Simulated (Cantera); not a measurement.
# Equilibrium for sublimation and decomposition of ceramics: Si3N4 + C + N2

Charge: 1 mol Si3N4, 0.72 mol C, 0.06 mol N2, equilibrated at 550000 Pa.

These are equilibrium values from Cantera (NASA tables, ideal gas, pure condensed phases), not measurements of a reactor. Candidate condensed phases: C, Si, SiC, Si3N4; 20 gas species. Mutual solubility and eutectic melting of coexisting phases are not modelled. The tables' values for SiN are old estimates; treat these amounts as uncertain. The numbers say what is thermodynamically allowed, not how fast it happens.

From 2148 K to 2298 K the condensed part is SiC(s) + Si3N4(s). From 2323 K to 2398 K the condensed part is Si(l) + SiC(s). The main Si-bearing gas is Si throughout.

```csv
T (K),log p N2,log p Si,log p SiN,log p Si2N,n SiC(s),n Si3N4(s),n Si(l)
2148,0.74,-4.15,-4.51,-4.94,0.720,0.760,0
2173,0.74,-3.96,-4.34,-4.70,0.720,0.760,0
2198,0.74,-3.78,-4.18,-4.47,0.720,0.760,0
2223,0.74,-3.59,-4.02,-4.24,0.720,0.760,0
2248,0.74,-3.42,-3.86,-4.01,0.720,0.760,0
2273,0.74,-3.24,-3.71,-3.80,0.720,0.760,0
2298,0.74,-3.07,-3.56,-3.58,0.720,0.760,0
2323,0.74,-2.94,-3.44,-3.44,0.720,0,2.28
2348,0.74,-2.85,-3.37,-3.38,0.720,0,2.28
2373,0.74,-2.76,-3.30,-3.31,0.720,0,2.28
2398,0.74,-2.67,-3.23,-3.25,0.720,0,2.28
```
log p: log10 of the partial pressure in bar; n: condensed amount in mol.
